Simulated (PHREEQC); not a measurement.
Reverse-osmosis permeate

A made-up water analysis in mmol/kgw, 20 °C, pH 5.97, pe 10.1: Na 0.176; K 0.0105; Ca 0.138; Mg 0.00102; Cl 0.0696; S(6) 0.0263; Alkalinity (meq/kgw) 0.337; F 0.00229; Pb 0.00958.

Valence states are taken as typed.

Equilibrium calculation in PHREEQC: ion-association model, wateq4f.dat.

This is a speciation only: nothing precipitates in the calculation.

Problem. What charge-balance error does the model give?

Solution. charge-balance error 2.4 %.

Problem. In which forms is Pb present?

Solution. Pb+2 68 %, PbHCO3+ 16 %, PbCO3 13 %, PbOH+ 1.1 %, PbSO4 0.8 % of the Pb.

Saturation is exceeded, for instance for Cerrusite; the values hold only as long as no solid forms.
